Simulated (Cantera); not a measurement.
## Carbothermic reduction: MgO + C + CO

Feed: 1 mol MgO, 1.6 mol C, 0.02 mol CO, held at 0.00133 bar.

These are equilibrium values from Cantera (NASA tables, ideal gas, pure condensed phases), not measurements of a reactor. Candidate condensed phases: C, Mg, MgCO₃, MgO; 15 gas species. Equilibrium is a limit: real reactors are often held back by kinetics, nucleation or transport.

```json
[
 {"T (°C)": "675", "x CO": "0.998", "x Mg": "<1e-12", "x CO₂": "0.00232", "x Mg₂": "<1e-12", "x C": "<1e-12", "x C₃": "<1e-12", "n C(graphite)": "1.60", "n MgO(s)": "1.00"},
 {"T (°C)": "775", "x CO": "1.000", "x Mg": "1.38e-10", "x CO₂": "0.000296", "x Mg₂": "<1e-12", "x C": "<1e-12", "x C₃": "<1e-12", "n C(graphite)": "1.60", "n MgO(s)": "1.00"},
 {"T (°C)": "875", "x CO": "1.000", "x Mg": "7.30e-8", "x CO₂": "5.42e-5", "x Mg₂": "<1e-12", "x C": "<1e-12", "x C₃": "<1e-12", "n C(graphite)": "1.60", "n MgO(s)": "1.00"},
 {"T (°C)": "975", "x CO": "1.000", "x Mg": "1.39e-5", "x CO₂": "1.32e-5", "x Mg₂": "<1e-12", "x C": "<1e-12", "x C₃": "<1e-12", "n C(graphite)": "1.60", "n MgO(s)": "1.00"},
 {"T (°C)": "1075", "x CO": "0.999", "x Mg": "0.00120", "x CO₂": "3.96e-6", "x Mg₂": "<1e-12", "x C": "<1e-12", "x C₃": "<1e-12", "n C(graphite)": "1.60", "n MgO(s)": "1.000"},
 {"T (°C)": "1175", "x CO": "0.941", "x Mg": "0.0587", "x CO₂": "1.26e-6", "x Mg₂": "1.31e-9", "x C": "<1e-12", "x C₃": "<1e-12", "n C(graphite)": "1.60", "n MgO(s)": "0.999"},
 {"T (°C)": "1275", "x CO": "0.505", "x Mg": "0.495", "x CO₂": "1.50e-7", "x Mg₂": "7.89e-8", "x C": "<1e-12", "x C₃": "<1e-12", "n C(graphite)": "0.600", "n MgO(s)": "0"},
 {"T (°C)": "1375", "x CO": "0.505", "x Mg": "0.495", "x CO₂": "6.91e-8", "x Mg₂": "6.75e-8", "x C": "2.27e-12", "x C₃": "<1e-12", "n C(graphite)": "0.600", "n MgO(s)": "0"},
 {"T (°C)": "1475", "x CO": "0.505", "x Mg": "0.495", "x CO₂": "3.50e-8", "x Mg₂": "5.82e-8", "x C": "4.56e-11", "x C₃": "1.67e-11", "n C(graphite)": "0.600", "n MgO(s)": "0"},
 {"T (°C)": "1575", "x CO": "0.505", "x Mg": "0.495", "x CO₂": "1.92e-8", "x Mg₂": "5.06e-8", "x C": "6.58e-10", "x C₃": "3.58e-10", "n C(graphite)": "0.600", "n MgO(s)": "0"},
 {"T (°C)": "1675", "x CO": "0.505", "x Mg": "0.495", "x CO₂": "1.12e-8", "x Mg₂": "4.44e-8", "x C": "7.23e-9", "x C₃": "5.57e-9", "n C(graphite)": "0.600", "n MgO(s)": "0"}
]
```
x: gas mole fraction; n: condensed amount in mol.

From 675 °C to 1175 °C the condensed part is C(graphite) + MgO(s). From 1275 °C to 1675 °C the condensed part is C(graphite).
